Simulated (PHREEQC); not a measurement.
Dissolve 0.032 mol ZnSO4 and 0.00014 mol NiCl2 per kg of water at 90 °C. Closed to the air; pH follows from the charge balance.

The numbers come from PHREEQC with the ion-association model, wateq4f.dat.

### Question
The ionic strength comes out as 0.0679 mol/kgw. What activity coefficients do H+, Zn+2, HSO4-, ZnCl+, Ni+2 get?

### Answer
H+ 0.82, Zn+2 0.40, HSO4- 0.78, ZnCl+ 0.77, Ni+2 0.37.

No solid was allowed to form. Species that the database lacks are ignored. Away from 25 °C the constants follow the database's enthalpies or fits; those with neither stay at their 25 °C values.
